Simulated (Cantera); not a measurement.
Feed: 1 mol Si2Cl6, 1.2 mol N2, a varied amount of H2, equilibrated at 1000 °C and 0.100 bar.

These are equilibrium values from Cantera (NASA tables, ideal gas, pure condensed phases), not measurements of a reactor. Candidate condensed phases: NH4Cl, Si, Si3N4; 28 gas species. The feed counts by its element totals alone. N2 is the only nitrogen source here; it is nearly inert below about 1500 K, so the nitride shown seldom forms there in practice. The tables' values for SiCl3 are old estimates; treat these amounts as uncertain. Rates play no part.

x: gas mole fraction; n: condensed amount in mol.

```csv
n(H2) (mol),x H2,x HCl,x SiCl4,x N2,x SiCl3,n Si3N4(s)
0.65,0.0573,0.300,0.396,0.231,0.0108,…
1.2,0.126,0.393,0.296,0.171,0.00914,…
2.2,0.235,0.449,0.193,0.110,0.00715,…
4.1,0.386,0.442,0.105,0.0570,0.00504,…
7.5,0.546,0.375,0.0480,0.0240,0.00324,…
14,0.698,0.272,0.0179,0.00738,0.00189,0.538
25,0.808,0.180,0.00647,0.00187,0.00110,0.574
46,0.887,0.108,0.00208,0.000357,0.000621,0.591
```

Task: Complete the blanks.

Result: 
- 0.65, n Si3N4(s): 0.240
- 1.2, n Si3N4(s): 0.283
- 2.2, n Si3N4(s): 0.339
- 4.1, n Si3N4(s): 0.408
- 7.5, n Si3N4(s): 0.478
